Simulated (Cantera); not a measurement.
Cantera run:

```python
import numpy as np
import cantera as ct

gas_names = """
    VO2 H2O2 H2
""".split()
cond_names = """
    V2O5(s) V2O5(L)
""".split()


def load(file, names, dense=False):
    # The tables refer to 1 bar. Condensed volumes are neglected.
    table = {s.name: s for s in ct.Species.list_from_file(file)}
    out = []
    for n in names:
        d = dict(table[n].input_data)
        d["thermo"] = dict(d["thermo"], **{"reference-pressure": 1e5})
        if dense:
            d["equation-of-state"] = {"model": "constant-volume", "density": "1e6 g/cm^3"}
        out.append(ct.Species.from_dict(d))
    return out


species = {s.name: s for s in load("nasa_gas.yaml", gas_names) + load("nasa_condensed.yaml", cond_names)}
# Each term lists the table entries of one substance; the one whose range holds T is used.
reactions = {
    '4 VO2(g) + H2O2(g) = H2(g) + 2 V2O5':
        [(-4, ['VO2']), (-1, ['H2O2']), (1, ['H2']), (2, ['V2O5(s)', 'V2O5(L)'])],
}


def pick(names, T):
    return next(species[n] for n in names if species[n].thermo.min_temp <= T <= species[n].thermo.max_temp)


results = []
for label, terms in reactions.items():
    print(label)
    print("     T/K   dH/kJ  dS/(J/K)   dG/kJ   log10 K")
    for T in [2923, 2948, 2973, 2998]:
        used = [(nu, pick(names, T)) for nu, names in terms]
        dH = sum(nu * s.thermo.h(T) for nu, s in used) / 1e6
        dS = sum(nu * s.thermo.s(T) for nu, s in used) / 1e3
        dG = dH - T * dS / 1e3
        logK = -dG * 1e6 / (ct.gas_constant * T * np.log(10))
        results.append((label, T, dH, dS, dG, logK, [s.name for _, s in used]))
        print(f"{T:8g} {dH:8.1f} {dS:8.1f} {dG:8.1f} {logK:8.2f}")
```

It prints:

```
4 VO2(g) + H2O2(g) = H2(g) + 2 V2O5
     T/K   dH/kJ  dS/(J/K)   dG/kJ   log10 K
    2923  -1614.2   -522.3    -87.4     1.56
    2948  -1611.5   -521.4    -74.4     1.32
    2973  -1608.8   -520.5    -61.3     1.08
    2998  -1606.1   -519.6    -48.3     0.84
```

Source: NASA polynomial tables (part measured, part estimated), evaluated in Cantera. Condensed species are held in their standard states even where they would react or evaporate.
